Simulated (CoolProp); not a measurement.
Values from CoolProp's reference Helmholtz-energy equation of state, de Reuck 1990.

**Question.** Give the vapour pressure (MPa), liquid density (kg/m³), vapour Z of saturated fluorine at 129.1 K.

**Answer.** 
```json
[
 {"T (K)": "129.1", "p (MPa)": "2.63", "liquid density (kg/m³)": "1100", "vapour Z": "0.683"}
]
```
